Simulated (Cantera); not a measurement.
**Thermodynamics of silicon oxide and oxynitride deposition, feed SiH4 + NO + H2**

Feed: 1 mol SiH4, 0.49 mol NO, 0.17 mol H2, at 1.40 mbar.

Method: chemical equilibrium by Gibbs-energy minimisation in Cantera with the NASA 1993 tables (ideal gas, pure condensed phases). Candidate condensed phases: H2O, Si, SiO2, Si2N2O, Si3N4; 35 gas species. Mutual solubility and eutectic melting of coexisting phases are not modelled. The tables' values for SiN are old estimates; treat these amounts as uncertain. The tables hold silica as quartz up to 1696 K and as liquid above; real silica turns to tridymite and cristobalite and melts near 1996 K. Gases not in the tables: Si2H6 and higher silanes. Kinetics and transport are ignored.

| T (K) | x H2 | x SiO | x N2 | x H | x Si | n Si(s) | n SiO2(α-quartz) | n Si2N2O(s) | n SiO2(β-quartz) | n Si(l) |
|---|---|---|---|---|---|---|---|---|---|---|
| 625 | 1.00 | <1e-12 | <1e-12 | <1e-12 | <1e-12 | 0.388 | 0.122 | 0.245 | 0 | 0 |
| 825 | 1.00 | 5.13e-11 | <1e-12 | 2.12e-10 | <1e-12 | 0.388 | 0.122 | 0.245 | 0 | 0 |
| 1025 | 1.000 | 1.03e-6 | <1e-12 | 1.16e-7 | <1e-12 | 0.387 | 0 | 0.245 | 0.122 | 0 |
| 1225 | 0.999 | 0.000775 | 9.30e-9 | 8.33e-6 | 2.47e-9 | 0.387 | 0 | 0.245 | 0.122 | 0 |
| 1425 | 0.912 | 0.0877 | 7.38e-6 | 0.000174 | 1.15e-6 | 0.283 | 0 | 0.245 | 0.0182 | 0 |
| 1625 | 0.848 | 0.123 | 0.0270 | 0.00174 | 0.000116 | 0.334 | 0 | 0.176 | 0 | 0 |
| 1825 | 0.736 | 0.167 | 0.0836 | 0.0101 | 0.00325 | 0 | 0 | 0 | 0 | 0.500 |
| 2025 | 0.678 | 0.158 | 0.0788 | 0.0423 | 0.0416 | 0 | 0 | 0 | 0 | 0.373 |
x: gas mole fraction; n: condensed amount in mol.

From 625 K to 825 K the condensed part is Si(s) + SiO2(α-quartz) + Si2N2O(s). From 1025 K to 1425 K the condensed part is Si(s) + SiO2(β-quartz) + Si2N2O(s). At 1625 K the condensed part is Si(s) + Si2N2O(s). From 1825 K to 2025 K the condensed part is Si(l).
